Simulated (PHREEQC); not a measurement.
**Alkaline etch or developer**

Make-up at 20 °C: 0.024 mol TMAH and 0.16 mol NaAlO2 per kg of water. Closed to the air; pH follows from the charge balance.

Computed with PHREEQC (ion-association model, phreeqc.dat).

This is a speciation only: nothing precipitates in the calculation.

Predict the pH, ionic strength, activity of water.

pH 12.40; ionic strength 0.184 mol/kgw; activity of water 0.994.

Examples of supersaturated solids here: Gibbsite (slow to form). Others may be too. (CH3)4N+ isn't in the database: it is added as a free cation with an ion size of 4 Å.
